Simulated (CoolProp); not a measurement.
A closed Brayton cycle with carbon dioxide: compressor inlet 324.15 K and 9.3 MPa, high pressure 19.4 MPa, turbine inlet 740 K, compressor efficiency 0.8, turbine efficiency 0.9, recuperator effectiveness 0.8 (on enthalpy, no pinch check). Each further row changes one setting.

Computed with CoolProp (reference Helmholtz-energy equation of state, Span 1996).

```json
[
 {"case": "as stated", "thermal efficiency (%)": "23.6", "net work (kJ/kg)": "53.9", "compressor to turbine work": "0.38", "compressor exit (K)": "379.0", "turbine exit (K)": "656.5"},
 {"case": "turbine inlet 690 K", "thermal efficiency (%)": "22.3", "net work (kJ/kg)": "[?]", "compressor to turbine work": "0.41", "compressor exit (K)": "379.0", "turbine exit (K)": "609.6"},
 {"case": "compressor inlet 334.15 K", "thermal efficiency (%)": "[?]", "net work (kJ/kg)": "47.4", "compressor to turbine work": "[?]", "compressor exit (K)": "[?]", "turbine exit (K)": "656.5"},
 {"case": "high pressure 16.5 MPa", "thermal efficiency (%)": "[?]", "net work (kJ/kg)": "44.0", "compressor to turbine work": "0.36", "compressor exit (K)": "[?]", "turbine exit (K)": "[?]"},
 {"case": "recuperator effectiveness 0.5", "thermal efficiency (%)": "16.5", "net work (kJ/kg)": "53.9", "compressor to turbine work": "0.38", "compressor exit (K)": "379.0", "turbine exit (K)": "656.5"}
]
```

Problem. Fill in the missing entries.

Solution. 
- turbine inlet 690 K, net work (kJ/kg): 46.9
- compressor inlet 334.15 K, thermal efficiency (%): 22.6
- compressor inlet 334.15 K, compressor to turbine work: 0.46
- compressor inlet 334.15 K, compressor exit (K): 396.9
- high pressure 16.5 MPa, thermal efficiency (%): 21.2
- high pressure 16.5 MPa, compressor exit (K): 366.6
- high pressure 16.5 MPa, turbine exit (K): 674.6
